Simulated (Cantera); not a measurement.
A Cantera script and what it prints.

```python
import numpy as np
import cantera as ct

gas_names = """
    C CH CH2 CH3 CH2OH CH3O CH4 CH3OH CO CO2 COOH C2 C2H CHCO,ketyl C2H2,acetylene C2H2,vinylidene
    CH2CO,ketene C2H3,vinyl CH3CO,acetyl C2H4 C2H4O,ethylen CH3CHO,ethanal CH3COOH (HCOOH)2 C2H5 C2H6
    CH3OCH3 C2H5OH C2O C3 C3H3,propargyl C3H4,allene C3H4,propyne C3H4,cyclo- C3H5,allyl C3H6,propylene
    C3H6,cyclo- C3H6O C3H7,n-propyl C3H7,i-propyl C3H8 C3H8O,1propanol C3H8O,2propanol C3O2 C4 C4H2
    C4H4,1,3-cyclo- C4H6,butadiene C4H6,2-butyne C4H6,cyclo- C4H8,1-butene C4H8,cis2-buten
    C4H8,tr2-butene C4H8,isobutene C4H8,cyclo- (CH3COOH)2 C4H9,n-butyl C4H9,i-butyl C4H9,s-butyl
    C4H9,t-butyl C4H10,isobutane C4H10,n-butane C5 C5H6,1,3cyclo- C5H8,cyclo- C5H10,1-pentene
    C5H10,cyclo- C5H11,pentyl C5H11,t-pentyl C5H12,n-pentane C5H12,i-pentane CH3C(CH3)2CH3 C6H2
    C6H5,phenyl C6H5O,phenoxy C6H6 C6H5OH,phenol C6H10,cyclo- C6H12,1-hexene C6H12,cyclo- C6H13,n-hexyl
    C7H7,benzyl C7H8 C7H8O,cresol C7H14,1-heptene C7H15,n-heptyl C7H16,n-heptane C8H8,styrene
    C8H10,ethylbenz C8H16,1-octene C8H17,n-octyl C8H18,isooctane C8H18,n-octane C9H19,n-nonyl
    C10H8,naphthale C10H21,n-decyl C12H9,o-bipheny C12H10,bipheny H HCO HO2 H2 HCHO,formaldehy HCOOH H2O
    H2O2 O OH O2 O3
""".split()
cond_names = """
    C(gr) C6H6(L) C7H8(L) C8H18(L),n-octa H2O(s) H2O(L)
""".split()


def load(file, names, dense=False):
    # The tables refer to 1 bar. Condensed volumes are neglected.
    table = {s.name: s for s in ct.Species.list_from_file(file)}
    out = []
    for n in names:
        d = dict(table[n].input_data)
        d["thermo"] = dict(d["thermo"], **{"reference-pressure": 1e5})
        if dense:
            d["equation-of-state"] = {"model": "constant-volume", "density": "1e6 g/cm^3"}
        out.append(ct.Species.from_dict(d))
    return out


gas = ct.Solution(thermo="ideal-gas", species=load("nasa_gas.yaml", gas_names))
cond = {s.name: ct.Solution(thermo="fixed-stoichiometry", species=[s], name=s.name)
        for s in load("nasa_condensed.yaml", cond_names, dense=True)}
atoms = {
    'toluene': {'C': 7, 'H': 8},
    'H2O': {'H': 2, 'O': 1},
    'H2': {'H': 2},
}
top_T = {'C(gr)': 4500}  # K; cautious upper limits of use, not melting points


def equilibrate(T, P, feed):
    n = {}
    for name, mol in feed.items():
        for a, k in atoms[name].items():
            n[a] = n.get(a, 0.0) + k * mol
    gas.TPX = T, P, n
    mass = sum(n.values()) * gas.mean_molecular_weight
    gas.equilibrate("TP")
    valid = [c for c in cond.values() if c.min_temp <= T <= top_T.get(c.name, c.max_temp)]
    mix = ct.Mixture([(gas, mass / gas.mean_molecular_weight)] + [(c, 0.0) for c in valid])
    mix.T, mix.P = T, P
    mix.equilibrate("TP", solver="vcs", rtol=1e-11, max_steps=5000)
    return mix


results = []
feed = {'toluene': 1, 'H2O': 0.85, 'H2': 13}  # mol
T = 2500  # K
for P in [10, 100, 1000, 10000, 100000, 1000000, 10000000]:
    mix = equilibrate(T, P, feed)
    results.append((T, P, feed, dict(zip(mix.species_names, mix.species_moles))))

top = {s: max(r[3][s] / sum(r[3][g] for g in gas_names) for r in results) for s in gas_names}
cols = sorted((s for s in top if top[s] > 0.001), key=lambda s: -top[s])[:5]
seen = [c for c in cond_names if any(r[3].get(c, 0) > 1e-12 for r in results)]
print("log10 of partial pressures in bar; condensed amounts in mol")
print(f"{'P/Pa':>10s}" + "".join(f"{s[:9]:>10s}" for s in cols + seen))
for T, P, feed, n in results:
    ng = sum(n[g] for g in gas_names)
    print(f"{P:10.4g}" + "".join(f"{np.log10(max(n[s] / ng * P / 1e5, 1e-99)):10.3f}" for s in cols)
          + "".join(f"{n.get(c, 0):10.4g}" for c in seen))
```

Output:

```
log10 of partial pressures in bar; condensed amounts in mol
      P/Pa        H2         H        CO       CH4 C2H2,acet     C(gr)
        10    -4.941    -4.070    -5.589   -13.706    -6.907     5.444
       100    -3.361    -3.280    -4.475   -10.545    -5.327     5.843
      1000    -2.133    -2.666    -3.392    -8.091    -4.099     5.802
     1e+04    -1.059    -2.129    -2.359    -5.942    -3.025     5.777
     1e+05    -0.036    -1.618    -1.348    -3.896    -2.002     5.765
     1e+06     0.971    -1.114    -0.344    -1.882    -0.995     5.735
     1e+07     1.967    -0.616     0.662     0.110     0.001     5.499
```

These are equilibrium values from Cantera (NASA tables, ideal gas, pure condensed phases), not measurements of a reactor. The ideal-gas law is rough above about 30 bar.
